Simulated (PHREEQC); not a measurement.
A column of 0.5 m (30 cells, dispersivity 0.018 m, 720 s a shift, diffusion coefficient 3e-10 m²/s) holds 0.00045 eq of the database's cation exchanger X per kg of pore water, first in equilibrium with 0.0016 mol/kgw NaCl, 0.00038 mol/kgw (NH4)2SO4 and 1e-05 mol/kgw HCl. It is flushed with 0.0006 mol/kgw KBr and 1e-05 mol/kgw HCl, at 25 °C. Values are for the last cell. No CO2 enters from the air. No solid was allowed to form.

Base run: PHREEQC, ion-association model, phreeqc.dat. Each further column changes one thing. The table gives K in solution (mol/kgw).

```json
[
 {"pore volumes": "0", "base": "0", "exchange capacity from 0.00045 to 0.00022 eq/kgw": "0", "dispersivity from 0.018 to 0.036 m": "0"},
 {"pore volumes": "0.55", "base": "7.89e-8", "exchange capacity from 0.00045 to 0.00022 eq/kgw": "9.28e-7", "dispersivity from 0.018 to 0.036 m": "2.22e-6"},
 {"pore volumes": "1.083", "base": "2.82e-5", "exchange capacity from 0.00045 to 0.00022 eq/kgw": "0.000142", "dispersivity from 0.018 to 0.036 m": "7.75e-5"},
 {"pore volumes": "1.483", "base": "0.000159", "exchange capacity from 0.00045 to 0.00022 eq/kgw": "…", "dispersivity from 0.018 to 0.036 m": "0.000215"},
 {"pore volumes": "2.017", "base": "0.000460", "exchange capacity from 0.00045 to 0.00022 eq/kgw": "…", "dispersivity from 0.018 to 0.036 m": "…"},
 {"pore volumes": "2.55", "base": "0.000572", "exchange capacity from 0.00045 to 0.00022 eq/kgw": "0.000597", "dispersivity from 0.018 to 0.036 m": "0.000540"},
 {"pore volumes": "2.95", "base": "0.000592", "exchange capacity from 0.00045 to 0.00022 eq/kgw": "0.000599", "dispersivity from 0.018 to 0.036 m": "…"},
 {"pore volumes": "3.483", "base": "0.000599", "exchange capacity from 0.00045 to 0.00022 eq/kgw": "0.000600", "dispersivity from 0.018 to 0.036 m": "0.000592"},
 {"pore volumes": "4.017", "base": "0.000600", "exchange capacity from 0.00045 to 0.00022 eq/kgw": "0.000600", "dispersivity from 0.018 to 0.036 m": "0.000597"}
]
```

Complete the blanks.


- 1.483, exchange capacity from 0.00045 to 0.00022 eq/kgw: 0.000391
- 2.017, exchange capacity from 0.00045 to 0.00022 eq/kgw: 0.000568
- 2.017, dispersivity from 0.018 to 0.036 m: 0.000427
- 2.95, dispersivity from 0.018 to 0.036 m: 0.000574
